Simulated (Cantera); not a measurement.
What does this Cantera script print?

```python
import numpy as np
import cantera as ct

gas_names = """
    C CH CH2 CH3 CH4 C2 C2H C2H2,acetylene C2H2,vinylidene C2H3,vinyl C2H4 C2H5 C2H6 C3 C3H3,propargyl
    C3H4,allene C3H4,propyne C3H4,cyclo- C3H5,allyl C3H6,propylene C3H6,cyclo- C3H7,n-propyl
    C3H7,i-propyl C3H8 C4 C4H2 C4H4,1,3-cyclo- C4H6,butadiene C4H6,2-butyne C4H6,cyclo- C4H8,1-butene
    C4H8,cis2-buten C4H8,tr2-butene C4H8,isobutene C4H8,cyclo- C4H9,n-butyl C4H9,i-butyl C4H9,s-butyl
    C4H9,t-butyl C4H10,isobutane C4H10,n-butane C5 C5H6,1,3cyclo- C5H8,cyclo- C5H10,1-pentene
    C5H10,cyclo- C5H11,pentyl C5H11,t-pentyl C5H12,n-pentane C5H12,i-pentane CH3C(CH3)2CH3 C6H2
    C6H5,phenyl C6H6 C6H10,cyclo- C6H12,1-hexene C6H12,cyclo- C6H13,n-hexyl C7H7,benzyl C7H8
    C7H14,1-heptene C7H15,n-heptyl C7H16,n-heptane C8H8,styrene C8H10,ethylbenz C8H16,1-octene
    C8H17,n-octyl C8H18,isooctane C8H18,n-octane C9H19,n-nonyl C10H8,naphthale C10H21,n-decyl
    C12H9,o-bipheny C12H10,bipheny H H2
""".split()
cond_names = """
    C(gr) C6H6(L) C7H8(L) C8H18(L),n-octa
""".split()


def load(file, names, dense=False):
    # The tables refer to 1 bar. Condensed volumes are neglected.
    table = {s.name: s for s in ct.Species.list_from_file(file)}
    out = []
    for n in names:
        d = dict(table[n].input_data)
        d["thermo"] = dict(d["thermo"], **{"reference-pressure": 1e5})
        if dense:
            d["equation-of-state"] = {"model": "constant-volume", "density": "1e6 g/cm^3"}
        out.append(ct.Species.from_dict(d))
    return out


gas = ct.Solution(thermo="ideal-gas", species=load("nasa_gas.yaml", gas_names))
cond = {s.name: ct.Solution(thermo="fixed-stoichiometry", species=[s], name=s.name)
        for s in load("nasa_condensed.yaml", cond_names, dense=True)}
atoms = {
    'C': {'C': 1},
    'H2': {'H': 2},
}
top_T = {'C(gr)': 4500}  # K; cautious upper limits of use, not melting points


def equilibrate(T, P, feed):
    n = {}
    for name, mol in feed.items():
        for a, k in atoms[name].items():
            n[a] = n.get(a, 0.0) + k * mol
    gas.TPX = T, P, n
    mass = sum(n.values()) * gas.mean_molecular_weight
    gas.equilibrate("TP")
    valid = [c for c in cond.values() if c.min_temp <= T <= top_T.get(c.name, c.max_temp)]
    mix = ct.Mixture([(gas, mass / gas.mean_molecular_weight)] + [(c, 0.0) for c in valid])
    mix.T, mix.P = T, P
    mix.equilibrate("TP", solver="vcs", rtol=1e-11, max_steps=5000)
    return mix


results = []
feed = {'C': 1, 'H2': 58}  # mol
T = 2250  # K
for P in [10, 160, 2500, 40000, 630000, 10000000]:
    mix = equilibrate(T, P, feed)
    results.append((T, P, feed, dict(zip(mix.species_names, mix.species_moles))))

top = {s: max(r[3][s] / sum(r[3][g] for g in gas_names) for r in results) for s in gas_names}
cols = sorted((s for s in top if top[s] > 0.0001), key=lambda s: -top[s])[:6]
seen = [c for c in cond_names if any(r[3].get(c, 0) > 1e-12 for r in results)]
print("log10 of partial pressures in bar; condensed amounts in mol")
print(f"{'P/Pa':>10s}" + "".join(f"{s[:9]:>10s}" for s in cols + seen))
for T, P, feed, n in results:
    ng = sum(n[g] for g in gas_names)
    print(f"{P:10.4g}" + "".join(f"{np.log10(max(n[s] / ng * P / 1e5, 1e-99)):10.3f}" for s in cols)
          + "".join(f"{n.get(c, 0):10.4g}" for c in seen))
```

Result:

```
log10 of partial pressures in bar; condensed amounts in mol
      P/Pa        H2         H       CH4 C2H2,acet      C2H4       CH3     C(gr)
        10    -4.317    -4.288   -12.259    -6.792   -13.819   -10.952     0.717
       160    -2.878    -3.568    -9.381    -5.353   -10.941    -8.794    0.6437
      2500    -1.624    -2.941    -6.874    -4.099    -8.433    -6.913    0.6195
     4e+04    -0.405    -2.331    -4.435    -2.880    -5.994    -5.084     0.607
   6.3e+05     0.796    -1.731    -2.034    -1.679    -3.594    -3.283    0.5184
     1e+07     1.993    -1.133     0.153    -0.896    -1.613    -1.695         0
```

Method: chemical equilibrium by Gibbs-energy minimisation in Cantera with the NASA 1993 tables (ideal gas, pure condensed phases). The ideal-gas law is rough above about 30 bar.
